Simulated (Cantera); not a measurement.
Transport properties of process gases

Gas mixture: NO = 1 (molar parts), at 4.93 atm, frozen composition.

Cantera's kinetic-theory transport with the Lennard-Jones parameters of GRI-Mech 3.0, ideal gas; thermal conductivity in the mixture-averaged form. The composition is frozen, though it would react at the higher temperatures.

```tsv
T (K)	ρ (kg/m³)	cp (J/kg/K)	μ (µPa s)	λ (mW/m/K)	Pr	D (cm²/s) H₂O	D (cm²/s) CH₄	D (cm²/s) OH
400	4.51	998.6	23.1	32.4	0.712	0.0792	0.0747	0.105
600	3.01	1041	30.6	45.1	0.706	0.168	0.150	0.209
800	2.26	1092	37.1	57.3	0.708	0.282	0.245	0.338
1000	1.80	1133	42.9	68.6	0.709	0.417	0.356	0.490
1200	1.50	1159	48.4	79.3	0.707	0.571	0.483	0.663
1400	1.29	1181	53.4	89.4	0.706	0.743	0.624	0.857
1600	1.13	1199	58.3	99.0	0.706	0.931	0.779	1.07
1800	1.00	1213	62.9	108	0.706	1.14	0.947	1.30
```
D: mixture-averaged diffusion coefficient of that species in the mixture.
